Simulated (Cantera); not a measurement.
Input (Python, Cantera):

```python
import numpy as np
import cantera as ct

gas = ct.Solution("gri30.yaml")
gas.TPX = 700, 48000, {'CH4': 1, 'CO': 0.051, 'O2': 2.36, 'N2': 8.86, 'H2O': 1}
inlet = ct.Reservoir(gas, clone=True)
gas.equilibrate("HP")  # start burning
reactor = ct.IdealGasConstPressureReactor(gas, energy="on", clone=False)
exhaust = ct.Reservoir(gas, clone=True)
tau = [0.43, 0.11, 0.027, 0.0069, 0.0017, 0.00044, 0.00011, 2.8e-05, 7.1e-06][0]
for a, b in ((inlet, reactor), (reactor, exhaust)):
    ct.MassFlowController(a, b, mdot=lambda t: reactor.mass / tau)
net = ct.ReactorNet([reactor])
show = ['CH4', 'CO', 'O2', 'OH', 'O', 'CH2', 'NO']

rows = []
print(f"{'tau/s':>10s}{'T/K':>9s}" + "".join(f"{s:>11s}" for s in show))
for tau in [0.43, 0.11, 0.027, 0.0069, 0.0017, 0.00044, 0.00011, 2.8e-05, 7.1e-06]:
    net.initial_time = 0.0
    net.advance(30 * tau)
    before = gas.X
    net.advance(40 * tau)
    drift = np.max(np.abs(gas.X - before) / (gas.X + 1e-9))
    rows.append([gas.T, *gas[show].X, drift])
    print(f"{tau:10.3e}{gas.T:9.1f}" + "".join(f"{x:11.3e}" for x in gas[show].X))
```

It prints:

```
     tau/s      T/K        CH4         CO         O2         OH          O        CH2         NO
 4.300e-01   2199.0  1.005e-06  4.396e-03  2.586e-02  5.461e-03  6.796e-04  3.481e-08  2.168e-03
 1.100e-01   2191.3  3.510e-06  5.059e-03  2.681e-02  5.899e-03  8.077e-04  1.246e-07  9.966e-04
 2.700e-02   2160.7  1.104e-05  7.099e-03  2.834e-02  6.992e-03  1.214e-03  3.926e-07  3.883e-04
 6.900e-03   2094.1  3.008e-05  1.102e-02  3.104e-02  8.692e-03  2.183e-03  9.510e-07  1.578e-04
 1.700e-03   1991.5  8.904e-05  1.626e-02  3.506e-02  1.015e-02  3.817e-03  2.060e-06  6.546e-05
 4.400e-04   1875.5  3.038e-04  2.256e-02  4.036e-02  1.029e-02  5.340e-03  4.569e-06  2.959e-05
 1.100e-04   1732.4  1.777e-03  3.735e-02  5.359e-02  7.403e-03  4.294e-03  1.574e-05  1.023e-05
 2.800e-05    700.0  7.535e-02  3.843e-03  1.778e-01  2.474e-17  2.800e-16  4.249e-31 -3.597e-20
 7.100e-06    700.0  7.535e-02  3.843e-03  1.778e-01  6.516e-18  1.018e-16  9.880e-32 -2.208e-23
```

Detailed kinetics in Cantera: GRI-Mech 3.0 (53 species, 325 reactions).
